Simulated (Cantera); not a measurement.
Input (Python, Cantera) and output of one run.

```python
import numpy as np
import cantera as ct

gas_names = """
    B BH BH2 BH3 BN B2 H H2 N NH NH2 NH3 N2 N2H2 N2H4
""".split()
cond_names = """
    B(b) B(L) BN(s)
""".split()


# ... load() reads the species with a 1 bar reference pressure and builds the phases ...
atoms = {
    'borazine': {'B': 3, 'N': 3, 'H': 6},
    'N2': {'N': 2},
}
top_T = {'BN(s)': 3200}  # K; cautious upper limits of use, not melting points


# ... equilibrate(T, P, feed) seeds the gas with the atoms and calls Mixture.equilibrate('TP', solver="vcs", rtol=1e-11, max_steps=5000) ...
results = []
feed = {'borazine': 1, 'N2': 5.1}  # mol
T = 1398  # K
P = 100000  # Pa
mix = equilibrate(T, P, feed)
results.append((T, P, feed, dict(zip(mix.species_names, mix.species_moles))))
print(gas.report(threshold=1e-06))
for i in range(1, mix.n_phases):
    print(f"{mix.phase(i).name:16s} {mix.phase_moles(i):12.5e} mol")
```

Output:

```
       temperature   1398 K
          pressure   1e+05 Pa
           density   0.15817 kg/m^3
  mean mol. weight   18.385 kg/kmol
   phase of matter   gas

                          1 kg             1 kmol
                     ---------------   ---------------
          enthalpy         1.859e+06        3.4179e+07  J
   internal energy        1.2268e+06        2.2555e+07  J
           entropy             12056        2.2165e+05  J/K
    Gibbs function       -1.4995e+07       -2.7568e+08  J
 heat capacity c_p            1822.3             33503  J/K
 heat capacity c_v              1370             25189  J/K

                      mass frac. Y      mole frac. X     chem. pot. / RT
                     ---------------   ---------------   ---------------
                 H        1.5788e-07        2.8796e-06           -9.6967
                H2           0.04061           0.37035           -19.393
               NH3        1.4267e-05        1.5402e-05            -42.22
                N2           0.95938           0.62963           -26.261
     [  +11 minor]        2.8601e-10        3.3567e-10

B(b)              0.00000e+00 mol
BN(s)             3.00000e+00 mol
```

Equilibrium computed with Cantera from the NASA thermochemical tables; the gas is ideal and each condensed phase is pure. The feed counts by its element totals alone.
